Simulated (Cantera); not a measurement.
Cantera run:

```python
import numpy as np
import cantera as ct

gas_names = """
    B BH BH2 BH3 BN B2 H H2 N NH NH2 NH3 N2 N2H2 N2H4
""".split()
cond_names = """
    B(b) B(L) BN(s)
""".split()


def load(file, names, dense=False):
    # The tables refer to 1 bar. Condensed volumes are neglected.
    table = {s.name: s for s in ct.Species.list_from_file(file)}
    out = []
    for n in names:
        d = dict(table[n].input_data)
        d["thermo"] = dict(d["thermo"], **{"reference-pressure": 1e5})
        if dense:
            d["equation-of-state"] = {"model": "constant-volume", "density": "1e6 g/cm^3"}
        out.append(ct.Species.from_dict(d))
    return out


gas = ct.Solution(thermo="ideal-gas", species=load("nasa_gas.yaml", gas_names))
cond = {s.name: ct.Solution(thermo="fixed-stoichiometry", species=[s], name=s.name)
        for s in load("nasa_condensed.yaml", cond_names, dense=True)}
atoms = {
    'B': {'B': 1},
    'H2': {'H': 2},
    'N2': {'N': 2},
}
top_T = {'BN(s)': 3200}  # K; cautious upper limits of use, not melting points


def equilibrate(T, P, feed):
    n = {}
    for name, mol in feed.items():
        for a, k in atoms[name].items():
            n[a] = n.get(a, 0.0) + k * mol
    gas.TPX = T, P, n
    mass = sum(n.values()) * gas.mean_molecular_weight
    gas.equilibrate("TP")
    valid = [c for c in cond.values() if c.min_temp <= T <= top_T.get(c.name, c.max_temp)]
    mix = ct.Mixture([(gas, mass / gas.mean_molecular_weight)] + [(c, 0.0) for c in valid])
    mix.T, mix.P = T, P
    mix.equilibrate("TP", solver="vcs", rtol=1e-11, max_steps=5000)
    return mix


results = []
P = 1333.22  # Pa
for T in [1725, 1775, 1825, 1875, 1925, 1975, 2025, 2075, 2125, 2175]:
    for m in [15, 32, 49, 67, 84, 100, 120, 140]:
        feed = {'B': 1, 'H2': m, 'N2': 7.1}  # mol
        mix = equilibrate(T, P, feed)
        results.append((T, P, feed, dict(zip(mix.species_names, mix.species_moles))))

for T, P, feed, n in results:
    print(f"{T:7g} {feed['H2']:10.4g}  " + (" + ".join(c for c in cond_names if n.get(c, 0) > 1e-12) or "gas only"))
```

Result:

```
   1725         15  BN(s)
   1725         32  BN(s)
   1725         49  BN(s)
   1725         67  BN(s)
   1725         84  BN(s)
   1725        100  BN(s)
   1725        120  BN(s)
   1725        140  BN(s)
   1775         15  BN(s)
   1775         32  BN(s)
   1775         49  BN(s)
   1775         67  BN(s)
   1775         84  BN(s)
   1775        100  BN(s)
   1775        120  BN(s)
   1775        140  BN(s)
   1825         15  BN(s)
   1825         32  BN(s)
   1825         49  BN(s)
   1825         67  BN(s)
   1825         84  BN(s)
   1825        100  BN(s)
   1825        120  BN(s)
   1825        140  BN(s)
   1875         15  BN(s)
   1875         32  BN(s)
   1875         49  BN(s)
   1875         67  BN(s)
   1875         84  BN(s)
   1875        100  BN(s)
   1875        120  BN(s)
   1875        140  BN(s)
   1925         15  BN(s)
   1925         32  BN(s)
   1925         49  BN(s)
   1925         67  BN(s)
   1925         84  BN(s)
   1925        100  BN(s)
   1925        120  BN(s)
   1925        140  BN(s)
   1975         15  BN(s)
   1975         32  BN(s)
   1975         49  BN(s)
   1975         67  BN(s)
   1975         84  BN(s)
   1975        100  BN(s)
   1975        120  BN(s)
   1975        140  BN(s)
   2025         15  BN(s)
   2025         32  BN(s)
   2025         49  BN(s)
   2025         67  BN(s)
   2025         84  BN(s)
   2025        100  BN(s)
   2025        120  BN(s)
   2025        140  BN(s)
   2075         15  BN(s)
   2075         32  BN(s)
   2075         49  BN(s)
   2075         67  BN(s)
   2075         84  BN(s)
   2075        100  BN(s)
   2075        120  BN(s)
   2075        140  BN(s)
   2125         15  BN(s)
   2125         32  BN(s)
   2125         49  BN(s)
   2125         67  BN(s)
   2125         84  BN(s)
   2125        100  BN(s)
   2125        120  BN(s)
   2125        140  B(b)
   2175         15  BN(s)
   2175         32  BN(s)
   2175         49  BN(s)
   2175         67  B(b)
   2175         84  B(b)
   2175        100  B(b)
   2175        120  B(b)
   2175        140  B(b)
```

Cantera equilibrium calculation (NASA polynomials, part measured and part estimated; ideal gas, pure solids and liquids).
